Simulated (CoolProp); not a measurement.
R142b along the isobar 4770 kPa: density (kg/m³) from the reference equation and from simpler models built on Tc = 410.3 K, pc = 4055 kPa, ω = 0.232; each cubic takes its own stable root.

The numbers come from the reference Helmholtz-energy equation of state, Lemmon 2006 in CoolProp. It is a short technical equation, of lower accuracy than the large ones.

```
T (K)          phase  reference  Redlich-Kwong  Soave-Redlich-Kwong  Peng-Robinson
-----  -------------  ---------  -------------  -------------------  -------------
225.3         liquid       1284           1137                 1160           1305
241.7         liquid        [?]           1107                 1132           1276
258           liquid       1216            [?]                 1103           1244
274.3         liquid       1181           1041                 1071           1209
290.6         liquid       1144           1005                 1036           1170
306.9         liquid       1105          965.4                997.7           1128
323.2         liquid       1064          922.6                  [?]           1080
339.5         liquid       1019          875.5                907.3           1026
355.8         liquid      969.6          822.9                852.7          963.3
372.1         liquid      912.7          762.5                788.8          889.3
388.4         liquid        [?]            [?]                709.9          797.1
404.8         liquid      743.8          592.4                600.2          667.5
421.1  supercritical      412.9          402.5                362.0          386.1
437.4  supercritical      239.3          243.0                229.2          241.8
453.7  supercritical      197.9          201.8                191.7          200.9
470    supercritical      174.6          178.4                169.9          177.3
```

**Question.** What belongs in the gaps?

**Answer.** 
- 241.7, reference: 1251
- 258, Redlich-Kwong: 1075
- 323.2, Soave-Redlich-Kwong: 955.1
- 388.4, reference: 843.3
- 388.4, Redlich-Kwong: 689.9
